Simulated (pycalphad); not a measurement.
# Effect of Y content in Mg-Si-Y

Computed with pycalphad from the COST 507 light-alloy database (1999), at 1 atm. No gas phase is included, though pure Mg would boil below 1586 K. The database dates from 1999; later assessments differ in places, in temperatures and in the compounds included. Not assessed as a whole: an extrapolation from subsystems, which can miss ternary compounds. Amounts are mole fractions of atoms. Diffusion is slow at the low end, where real alloys seldom reach equilibrium.

Q: One of these alloys has its liquidus at 1344 K, its solidus at 866 K, and holds hcp 0.79, MG24Y5 0.15, SI3Y5 0.06 at 450 K. Which?
A) Mg-2.28Si-3.19Y (at.%)
B) Mg-2.28Si-6.39Y (at.%)
C) Mg-2.28Si-25.56Y (at.%)
D) Mg-2.28Si-12.78Y (at.%)

A: B, Mg-2.28Si-6.39Y (at.%). The others: Mg-2.28Si-3.19Y (at.%), liquidus 1257, solidus 897; Mg-2.28Si-12.78Y (at.%), liquidus 1437, solidus 848; Mg-2.28Si-25.56Y (at.%), liquidus 1586, solidus 889

Database names, with the compositions (at.%) that they take in these runs: SI3Y5: Y 62 Si 37; MG24Y5: Mg 83-86 Y 14-17.
